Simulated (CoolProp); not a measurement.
Values from CoolProp's reference Helmholtz-energy equation of state, Lemmon 2006. It is a short technical equation, of lower accuracy than the large ones.

Question: For C2F6 (R116), give the phase and the cv (kJ/(kg K)), speed of sound (m/s) at 122.45 °C and 3.79 MPa.

Answer: 
- 122.45 °C and 3.79 MPa: supercritical; cv 0.864, speed of sound 145
